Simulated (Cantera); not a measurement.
What does this Cantera script print?

```python
import numpy as np
import cantera as ct

gas_names = """
    CL CL2 H HCL H2 N NH NH2 NH3 N2 N2H2 N2H4 Si SiCL SiCL2 SiCL3 SiCL4 SiH SiHCL3 SiH2 SiH2CL2 SiH3
    SiH3CL SiH4 SiN Si2 Si2N Si3
""".split()
cond_names = """
    NH4CL(a) NH4CL(b) Si(cr) Si(L) Si3N4(a)
""".split()


# ... load() reads the species with a 1 bar reference pressure and builds the phases ...
atoms = {
    'SiCl4': {'Si': 1, 'CL': 4},
    'NH3': {'N': 1, 'H': 3},
}
top_T = {'Si3N4(a)': 2400}  # K; cautious upper limits of use, not melting points


# ... equilibrate(T, P, feed) seeds the gas with the atoms and calls Mixture.equilibrate('TP', solver="vcs", rtol=1e-11, max_steps=5000) ...
results = []
feed = {'SiCl4': 1, 'NH3': 21}  # mol
P = 48  # Pa
for T in [1450, 1550, 1650, 1750, 1850, 1950, 2050]:
    mix = equilibrate(T, P, feed)
    results.append((T, P, feed, dict(zip(mix.species_names, mix.species_moles))))

top = {s: max(r[3][s] / sum(r[3][g] for g in gas_names) for r in results) for s in gas_names}
cols = sorted((s for s in top if top[s] > 1e-05), key=lambda s: -top[s])[:7]
seen = [c for c in cond_names if any(r[3].get(c, 0) > 1e-12 for r in results)]
print("log10 of partial pressures in bar; condensed amounts in mol")
print(f"{'T/K':>10s}" + "".join(f"{s[:9]:>10s}" for s in cols + seen))
for T, P, feed, n in results:
    ng = sum(n[g] for g in gas_names)
    print(f"{T:10.4g}" + "".join(f"{np.log10(max(n[s] / ng * P / 1e5, 1e-99)):10.3f}" for s in cols)
          + "".join(f"{n.get(c, 0):10.4g}" for c in seen))
```

Result:

```
log10 of partial pressures in bar; condensed amounts in mol
       T/K        H2        N2         H       HCL        Si     SiCL2        CL    Si(cr)     Si(L)  Si3N4(a)
      1450    -3.483    -3.955    -6.766    -4.435    -9.053    -5.439    -7.807         0         0    0.2224
      1550    -3.483    -3.941    -6.243    -4.556    -7.479    -5.106    -7.414    0.2739         0         0
      1650    -3.484    -3.942    -5.784    -4.565    -6.572    -5.095    -6.970    0.2257         0         0
      1750    -3.488    -3.945    -5.377    -4.562    -5.824    -5.115    -6.565         0    0.1181         0
      1850    -3.499    -3.950    -5.018    -4.519    -5.360    -5.248    -6.157         0         0         0
      1950    -3.518    -3.958    -4.700    -4.467    -5.158    -5.546    -5.774         0         0         0
      2050    -3.544    -3.969    -4.416    -4.457    -5.066    -5.969    -5.460         0         0         0
```

Equilibrium computed with Cantera from the NASA thermochemical tables; the gas is ideal and each condensed phase is pure. The tables' values for SiCl, SiCl3, SiN are old estimates; treat these amounts as uncertain. Gases not in the tables: Si2H6 and higher silanes.
